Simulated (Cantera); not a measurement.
## SiH₄ + CO₂ + N₂ (silicon oxide and oxynitride deposition)

Feed: 1 mol SiH₄, 5 mol CO₂, 2.4 mol N₂, equilibrated at 180 Torr.

Method: chemical equilibrium by Gibbs-energy minimisation in Cantera with the NASA 1993 tables (ideal gas, pure condensed phases). Candidate condensed phases: C, C₆H₆, C₇H₈, C₈H₁₈, H₂O, Si, SiC, SiO₂, Si₂N₂O, Si₃N₄; 151 gas species. The tables hold silica as quartz up to 1696 K and as liquid above; real silica turns to tridymite and cristobalite and melts near 1996 K. Gases not in the tables: Si(OH)₄. Equilibrium is a limit: real reactors are often held back by kinetics, nucleation or transport.

```json
[
 {"T (K)": "748", "x CO₂": "0.408", "x CO": "0.0532", "x N₂": "0.299", "x H₂": "0.104", "x H₂O": "0.128", "x CH₄": "0.00859", "x H": "<1e-12", "n C(graphite)": "1.23", "n SiO₂(α-quartz)": "1.00", "n SiO₂(β-quartz)": "0", "n SiO₂(condensed)": "0"},
 {"T (K)": "848", "x CO₂": "0.291", "x CO": "0.231", "x N₂": "0.263", "x H₂": "0.150", "x H₂O": "0.0614", "x CH₄": "0.00348", "x H": "1.51e-11", "n C(graphite)": "0.195", "n SiO₂(α-quartz)": "0", "n SiO₂(β-quartz)": "1.00", "n SiO₂(condensed)": "0"},
 {"T (K)": "948", "x CO₂": "0.250", "x CO": "0.282", "x N₂": "0.255", "x H₂": "0.143", "x H₂O": "0.0698", "x CH₄": "0.000113", "x H": "4.04e-10", "n C(graphite)": "0", "n SiO₂(α-quartz)": "0", "n SiO₂(β-quartz)": "1.00", "n SiO₂(condensed)": "0"},
 {"T (K)": "1048", "x CO₂": "0.234", "x CO": "0.298", "x N₂": "0.255", "x H₂": "0.128", "x H₂O": "0.0849", "x CH₄": "4.61e-6", "x H": "5.64e-9", "n C(graphite)": "0", "n SiO₂(α-quartz)": "0", "n SiO₂(β-quartz)": "1.00", "n SiO₂(condensed)": "0"},
 {"T (K)": "1148", "x CO₂": "0.222", "x CO": "0.310", "x N₂": "0.255", "x H₂": "0.115", "x H₂O": "0.0974", "x CH₄": "3.22e-7", "x H": "4.97e-8", "n C(graphite)": "0", "n SiO₂(α-quartz)": "0", "n SiO₂(β-quartz)": "1.00", "n SiO₂(condensed)": "0"},
 {"T (K)": "1248", "x CO₂": "0.211", "x CO": "0.321", "x N₂": "0.255", "x H₂": "0.105", "x H₂O": "0.108", "x CH₄": "3.40e-8", "x H": "3.09e-7", "n C(graphite)": "0", "n SiO₂(α-quartz)": "0", "n SiO₂(β-quartz)": "1.00", "n SiO₂(condensed)": "0"},
 {"T (K)": "1348", "x CO₂": "0.203", "x CO": "0.329", "x N₂": "0.255", "x H₂": "0.0964", "x H₂O": "0.116", "x CH₄": "4.97e-9", "x H": "1.47e-6", "n C(graphite)": "0", "n SiO₂(α-quartz)": "0", "n SiO₂(β-quartz)": "1.00", "n SiO₂(condensed)": "0"},
 {"T (K)": "1448", "x CO₂": "0.196", "x CO": "0.336", "x N₂": "0.255", "x H₂": "0.0894", "x H₂O": "0.123", "x CH₄": "9.47e-10", "x H": "5.62e-6", "n C(graphite)": "0", "n SiO₂(α-quartz)": "0", "n SiO₂(β-quartz)": "1.00", "n SiO₂(condensed)": "0"},
 {"T (K)": "1548", "x CO₂": "0.190", "x CO": "0.342", "x N₂": "0.255", "x H₂": "0.0835", "x H₂O": "0.129", "x CH₄": "2.24e-10", "x H": "1.82e-5", "n C(graphite)": "0", "n SiO₂(α-quartz)": "0", "n SiO₂(β-quartz)": "1.00", "n SiO₂(condensed)": "0"},
 {"T (K)": "1648", "x CO₂": "0.185", "x CO": "0.347", "x N₂": "0.255", "x H₂": "0.0786", "x H₂O": "0.134", "x CH₄": "6.30e-11", "x H": "5.09e-5", "n C(graphite)": "0", "n SiO₂(α-quartz)": "0", "n SiO₂(β-quartz)": "1.000", "n SiO₂(condensed)": "0"},
 {"T (K)": "1748", "x CO₂": "0.181", "x CO": "0.351", "x N₂": "0.255", "x H₂": "0.0744", "x H₂O": "0.138", "x CH₄": "2.06e-11", "x H": "0.000127", "n C(graphite)": "0", "n SiO₂(α-quartz)": "0", "n SiO₂(β-quartz)": "0", "n SiO₂(condensed)": "1.000"}
]
```
x: gas mole fraction; n: condensed amount in mol.

At 748 K the condensed part is C(graphite) + SiO₂(α-quartz). At 848 K the condensed part is C(graphite) + SiO₂(β-quartz). From 948 K to 1648 K the condensed part is SiO₂(β-quartz). At 1748 K the condensed part is SiO₂(condensed).
